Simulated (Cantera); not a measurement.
What does this Cantera script print?

```python
import numpy as np
import cantera as ct

gas_names = """
    CL CL2 H HCL H2 Si SiCL SiCL2 SiCL3 SiCL4 SiH SiHCL3 SiH2 SiH2CL2 SiH3 SiH3CL SiH4 Si2 Si3
""".split()
cond_names = """
    Si(cr) Si(L)
""".split()


# ... load() reads the species with a 1 bar reference pressure and builds the phases ...
atoms = {
    'SiH2Cl2': {'Si': 1, 'H': 2, 'CL': 2},
    'HCl': {'H': 1, 'CL': 1},
    'H2': {'H': 2},
}
top_T = {}  # K; cautious upper limits of use, not melting points


# ... equilibrate(T, P, feed) seeds the gas with the atoms and calls Mixture.equilibrate('TP', solver="vcs", rtol=1e-11, max_steps=5000) ...
results = []
feed = {'SiH2Cl2': 1, 'HCl': 0.13, 'H2': 6.6}  # mol
P = 10000  # Pa
for T in [1773, 1823, 1873, 1923, 1973, 2023, 2073, 2123]:
    mix = equilibrate(T, P, feed)
    results.append((T, P, feed, dict(zip(mix.species_names, mix.species_moles))))
    x = sorted(zip(gas.X, gas.species_names), reverse=True)
    print(f"T = {T:g} K  P = {P:g} Pa  gas = {mix.phase_moles(0):.4g} mol")
    print("   x: " + "  ".join(f"{s} {v:.3e}" for v, s in x if v > 1e-06))
    print("   condensed (mol): " + ("  ".join(f"{mix.phase(i).name} {mix.phase_moles(i):.4g}"
          for i in range(1, mix.n_phases) if mix.phase_moles(i) > 1e-12) or "none"))
```

It prints:

```
T = 1773 K  P = 10000 Pa  gas = 8.727 mol
   x: H2 8.168e-01  HCL 1.220e-01  SiCL2 5.853e-02  SiCL3 1.423e-03  H 8.130e-04  CL 9.332e-05  SiCL 9.261e-05  SiHCL3 9.226e-05  SiCL4 5.873e-05  SiH2CL2 2.600e-05  Si 2.130e-05  SiH2 2.015e-05  SiH 7.516e-06  SiH3CL 2.247e-06
   condensed (mol): Si(L) 0.474
T = 1823 K  P = 10000 Pa  gas = 8.731 mol
   x: H2 8.147e-01  HCL 1.250e-01  SiCL2 5.743e-02  H 1.237e-03  SiCL3 1.149e-03  SiCL 1.464e-04  CL 1.447e-04  SiHCL3 6.142e-05  Si 4.420e-05  SiCL4 3.552e-05  SiH2 2.861e-05  SiH2CL2 1.940e-05  SiH 1.348e-05  SiH3CL 1.892e-06
   condensed (mol): Si(L) 0.4854
T = 1873 K  P = 10000 Pa  gas = 8.736 mol
   x: H2 8.125e-01  HCL 1.278e-01  SiCL2 5.628e-02  H 1.840e-03  SiCL3 9.360e-04  SiCL 2.256e-04  CL 2.191e-04  Si 8.818e-05  SiHCL3 4.170e-05  SiH2 3.985e-05  SiH 2.342e-05  SiCL4 2.201e-05  SiH2CL2 1.469e-05  SiH3CL 1.607e-06
   condensed (mol): Si(L) 0.4961
T = 1923 K  P = 10000 Pa  gas = 8.742 mol
   x: H2 8.102e-01  HCL 1.303e-01  SiCL2 5.509e-02  H 2.681e-03  SiCL3 7.689e-04  SiCL 3.395e-04  CL 3.245e-04  Si 1.696e-04  SiH2 5.453e-05  SiH 3.951e-05  SiHCL3 2.882e-05  SiCL4 1.394e-05  SiH2CL2 1.126e-05  Si2 1.449e-06  SiH3CL 1.376e-06
   condensed (mol): Si(L) 0.5058
T = 1973 K  P = 10000 Pa  gas = 8.751 mol
   x: H2 8.075e-01  HCL 1.327e-01  SiCL2 5.388e-02  H 3.834e-03  SiCL3 6.364e-04  SiCL 4.995e-04  CL 4.707e-04  Si 3.155e-04  SiH2 7.338e-05  SiH 6.486e-05  SiHCL3 2.026e-05  SiCL4 9.010e-06  SiH2CL2 8.740e-06  Si2 3.062e-06  SiH3CL 1.185e-06
   condensed (mol): Si(L) 0.5142
T = 2023 K  P = 10000 Pa  gas = 8.763 mol
   x: H2 8.045e-01  HCL 1.348e-01  SiCL2 5.263e-02  H 5.387e-03  SiCL 7.201e-04  CL 6.701e-04  Si 5.689e-04  SiCL3 5.303e-04  SiH 1.038e-04  SiH2 9.721e-05  SiHCL3 1.445e-05  SiH2CL2 6.854e-06  Si2 6.230e-06  SiCL4 5.934e-06  Si3 1.321e-06  SiH3CL 1.027e-06
   condensed (mol): Si(L) 0.5207
T = 2073 K  P = 10000 Pa  gas = 8.779 mol
   x: H2 8.009e-01  HCL 1.366e-01  SiCL2 5.135e-02  H 7.443e-03  SiCL 1.018e-03  Si 9.968e-04  CL 9.370e-04  SiCL3 4.446e-04  SiH 1.622e-04  SiH2 1.269e-04  Si2 1.224e-05  SiHCL3 1.045e-05  SiH2CL2 5.425e-06  SiCL4 3.974e-06  Si3 2.533e-06
   condensed (mol): Si(L) 0.5246
T = 2123 K  P = 10000 Pa  gas = 8.801 mol
   x: H2 7.965e-01  HCL 1.381e-01  SiCL2 5.002e-02  H 1.013e-02  Si 1.700e-03  SiCL 1.415e-03  CL 1.288e-03  SiCL3 3.745e-04  SiH 2.480e-04  SiH2 1.634e-04  Si2 2.327e-05  SiHCL3 7.642e-06  Si3 4.706e-06  SiH2CL2 4.328e-06  SiCL4 2.701e-06
   condensed (mol): Si(L) 0.5248
```

Cantera equilibrium calculation (NASA polynomials, part measured and part estimated; ideal gas, pure solids and liquids). The tables' values for SiCl3, SiCl are old estimates; treat these amounts as uncertain. Gases not in the tables: Si2H6 and higher silanes.
